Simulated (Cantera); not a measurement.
Cantera run, input and output.

```python
import numpy as np
import cantera as ct

gas = ct.Solution("gri30.yaml")
gas.TPX = 398, 100000, {'CH4': 1, 'O2': 2.15, 'N2': 7.53, 'H2O': 0.016}
inlet = ct.Reservoir(gas, clone=True)
gas.equilibrate("HP")  # start burning
reactor = ct.IdealGasConstPressureReactor(gas, energy="on", clone=False)
exhaust = ct.Reservoir(gas, clone=True)
tau = [0.39, 0.14, 0.051, 0.019, 0.0068, 0.0025, 0.0009, 0.00033, 0.00012, 4.3e-05][0]
for a, b in ((inlet, reactor), (reactor, exhaust)):
    ct.MassFlowController(a, b, mdot=lambda t: reactor.mass / tau)
net = ct.ReactorNet([reactor])
show = ['CH4', 'O2', 'C2H6', 'CO', 'HCO']

rows = []
print(f"{'tau/s':>10s}{'T/K':>9s}" + "".join(f"{s:>11s}" for s in show))
for tau in [0.39, 0.14, 0.051, 0.019, 0.0068, 0.0025, 0.0009, 0.00033, 0.00012, 4.3e-05]:
    net.initial_time = 0.0
    net.advance(30 * tau)
    before = gas.X
    net.advance(40 * tau)
    drift = np.max(np.abs(gas.X - before) / (gas.X + 1e-9))
    rows.append([gas.T, *gas[show].X, drift])
    print(f"{tau:10.3e}{gas.T:9.1f}" + "".join(f"{x:11.3e}" for x in gas[show].X))
```

It prints:

```
     tau/s      T/K        CH4         O2       C2H6         CO        HCO
 3.900e-01   2273.1  7.141e-07  1.597e-02  7.455e-14  7.036e-03  6.869e-09
 1.400e-01   2270.6  1.892e-06  1.653e-02  5.154e-13  7.356e-03  1.810e-08
 5.100e-02   2262.2  4.710e-06  1.739e-02  3.128e-12  8.150e-03  4.878e-08
 1.900e-02   2241.8  1.068e-05  1.866e-02  1.557e-11  9.825e-03  1.299e-07
 6.800e-03   2201.0  2.320e-05  2.070e-02  6.890e-11  1.286e-02  3.591e-07
 2.500e-03   2140.9  4.823e-05  2.343e-02  2.701e-10  1.690e-02  9.549e-07
 9.000e-04   2062.2  1.060e-04  2.684e-02  1.167e-09  2.161e-02  2.547e-06
 3.300e-04   1972.9  2.521e-04  3.097e-02  6.116e-09  2.680e-02  6.604e-06
 1.200e-04   1871.7  7.239e-04  3.737e-02  5.330e-08  3.434e-02  1.765e-05
 4.300e-05    398.0  9.349e-02  2.010e-01  1.434e-18  5.214e-17 -1.775e-34
```

Model: GRI-Mech 3.0 (53 species, 325 reactions), integrated in Cantera.
